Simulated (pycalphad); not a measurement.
Computed with pycalphad from the COST 507 light-alloy database (1999), at 1 atm. No gas phase is included, though pure Mg would boil below 1650 K. The data set is of 1999 and partly superseded. Kinetics are ignored, which matters at the lower temperatures.

Task: How does the equilibrium phase assembly of Mg-0.5Si (at.%) change on cooling from 1650 K to 370 K?

Result: 
| T (K) | phases above | phases below |
|---|---|---|
| 918.8 | LIQUID | HCP_A3 + LIQUID |
| 911.9 | HCP_A3 + LIQUID | HCP_A3 + MG2SI |
Changes were sought between steps of 40 K, so a narrower field can be missed.

Database names, with the compositions (at.%) that they take in these runs: MG2SI: Mg 67 Si 33. HCP_A3 is hcp.
